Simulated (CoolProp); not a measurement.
Acetone at several states: Z from the reference equation and from simpler models built on Tc = 508.1 K, pc = 4.692 MPa, ω = 0.307; each cubic takes its own stable root.

Model: reference Helmholtz-energy equation of state, Lemmon 2006, in CoolProp. It is a short technical equation, of lower accuracy than the large ones.

```tsv
T (K)	p (MPa)	phase	reference
369.8	0.11	gas	0.9677
485	7.89	liquid	0.2119
283.5	0.0173	liquid	0.0005323
463	10.3	liquid	0.2633
388.9	0.948	liquid	0.02530
490.5	0.0201	gas	0.9981
```

**Question.** How far does each simpler model (van der Waals, Peng-Robinson) lie from the reference over these 6 states: mean and median of the absolute difference, and the worst?

**Answer.** 
- van der Waals: mean 31745.9 %, median 74.7 %, worst +186975.0 % at 283.5 K and 0.0173 MPa
- Peng-Robinson: mean 10.4 %, median 13.7 %, worst +18.9 % at 485 K and 7.89 MPa

At some of these states van der Waals gives the other phase, because its saturation line lies elsewhere.
